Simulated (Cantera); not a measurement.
## NF₃ + SO₂ (abatement and gas-phase synthesis)

Input: 1 mol NF₃, 0.042 mol SO₂, at 0.220 bar.

Equilibrium computed with Cantera from the NASA thermochemical tables; the gas is ideal and each condensed phase is pure. Candidate condensed phases: S; 63 gas species. Ions and electrons are included (thermal ionisation). The tables' values for SOF₂, SF₃ are old estimates; treat these amounts as uncertain. The numbers say what is thermodynamically allowed, not how fast it happens.

```json
[
 {"T (°C)": "1727", "x F": "0.836", "x N₂": "0.144", "x N": "7.29e-10", "x O": "0.000113", "x S": "7.60e-9"},
 {"T (°C)": "1977", "x F": "0.841", "x N₂": "0.142", "x N": "1.79e-8", "x O": "0.000458", "x S": "3.05e-6"},
 {"T (°C)": "2227", "x F": "0.843", "x N₂": "0.141", "x N": "2.34e-7", "x O": "0.00144", "x S": "0.000120"},
 {"T (°C)": "2477", "x F": "0.841", "x N₂": "0.140", "x N": "1.91e-6", "x O": "0.00426", "x S": "0.00102"},
 {"T (°C)": "2727", "x F": "0.836", "x N₂": "0.139", "x N": "1.11e-5", "x O": "0.00982", "x S": "0.00362"},
 {"T (°C)": "2977", "x F": "0.832", "x N₂": "0.138", "x N": "4.89e-5", "x O": "0.0159", "x S": "0.00728"},
 {"T (°C)": "3227", "x F": "0.829", "x N₂": "0.137", "x N": "0.000175", "x O": "0.0197", "x S": "0.00983"},
 {"T (°C)": "3477", "x F": "0.828", "x N₂": "0.137", "x N": "0.000530", "x O": "0.0214", "x S": "0.0109"},
 {"T (°C)": "3727", "x F": "0.827", "x N₂": "0.137", "x N": "0.00140", "x O": "0.0221", "x S": "0.0113"},
 {"T (°C)": "3977", "x F": "0.826", "x N₂": "0.136", "x N": "0.00329", "x O": "0.0225", "x S": "0.0114"},
 {"T (°C)": "4227", "x F": "0.825", "x N₂": "0.134", "x N": "0.00702", "x O": "0.0226", "x S": "0.0115"},
 {"T (°C)": "4477", "x F": "0.822", "x N₂": "0.130", "x N": "0.0137", "x O": "0.0226", "x S": "0.0115"},
 {"T (°C)": "4727", "x F": "0.817", "x N₂": "0.124", "x N": "0.0249", "x O": "0.0226", "x S": "0.0114"}
]
```
x: gas mole fraction; nothing condenses.

From 1727 °C to 4727 °C nothing is condensed.
